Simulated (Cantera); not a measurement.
**C3H8 + H2O + N2 (carbon deposition, reforming and gasification)**

Input: 1 mol C3H8, 0.31 mol H2O, 2.7 mol N2, at 450 °C.

Method: chemical equilibrium by Gibbs-energy minimisation in Cantera with the NASA 1993 tables (ideal gas, pure condensed phases). Candidate condensed phases: C, C6H6, C7H8, C8H18, H2O; 136 gas species. The ideal-gas law is rough above about 30 bar. Kinetics and transport are ignored.

From 10.0 Pa to 100 bar the condensed part is C(graphite). The main C-bearing gas is CO at 10.0 Pa and CH4 at 100 bar. The share of C in condensed phases is highest at 10.0 mbar (91.2 %) and lowest at 100 bar (35.3 %).

| P (Pa) | log p H2 | log p N2 | log p CH4 | log p H2O | log p CO | log p CO2 | n C(graphite) |
|---|---|---|---|---|---|---|---|
| 10 | -4.23 | -4.43 | -7.73 | -7.30 | -5.38 | -7.57 | 2.69 |
| 100 | -3.23 | -3.43 | -5.74 | -5.38 | -4.46 | -5.73 | 2.72 |
| 1000 | -2.25 | -2.42 | -3.78 | -3.72 | -3.78 | -4.37 | 2.74 |
| 10000 | -1.36 | -1.38 | -2.00 | -2.42 | -3.36 | -3.54 | 2.31 |
| 100000 | -0.66 | -0.32 | -0.60 | -1.30 | -2.95 | -2.70 | 1.58 |
| 1000000 | -0.09 | 0.71 | 0.54 | -0.26 | -2.47 | -1.75 | 1.19 |
| 10000000 | 0.43 | 1.72 | 1.58 | 0.76 | -1.98 | -0.76 | 1.06 |
log p: log10 of the partial pressure in bar; n: condensed amount in mol.
